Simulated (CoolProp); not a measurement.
A single-stage vapour-compression cycle with the fluid: evaporating at 247.15 K (dew point), condensing at 273.15 K (bubble point), superheat 8 K, subcooling 8 K, compressor efficiency 0.85, no pressure losses. The same conditions are run with several fluids, on thermodynamics alone (safety and materials aside).

Values from CoolProp's reference Helmholtz-energy equation of state of each fluid (R1224YDZ: Akasaka 2023; R125: Lemmon 2005; R115: Lemmon 2016; ethane: Bücker 2006; dimethyl ether: Wu 2011; R22: Kamei 1995).

```
fluid           cooling COP  pressure ratio  discharge temperature (K)  refrigerating effect (kJ/kg)  volumetric capacity (kJ/m³)
--------------  -----------  --------------  -------------------------  ----------------------------  ---------------------------
R1224YDZ               7.78            3.62                      288.3                           174                          188
R125                   7.54            2.50                      285.5                           136                         2220
R115                   7.62            2.50                      280.6                           108                         1470
ethane                 6.90            1.99                      296.7                           341                         6950
dimethyl ether         7.66            2.78                      299.5                           437                          941
R22                    7.54            2.57                      303.8                           209                         1730
```
